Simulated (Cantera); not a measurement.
An adiabatic, constant-pressure homogeneous reactor starts with CO : H2 : CH4 : O2 : N2 = 1 : 0.27 : 0.042 : 0.479 : 3.5 (molar parts), at 1400 K and 3750 Torr.

Detailed kinetics in Cantera: GRI-Mech 3.0 (53 species, 325 reactions).

One state of this run: T (K) = 2604; x CO = 0.0951; x H2 = 0.00780; x CH4 = <1e-12; x C2H2 = <1e-12; x NO = 0.00196; x NO2 = 2.64e-7. x: mole fraction; the columns are a selection and need not sum to one.

### Question
Which value of t (s) does it belong to?
(A) 2.00
(B) 0.000258
(C) 8.44e-5
(D) 2.76e-5

### Answer
A, 2.00
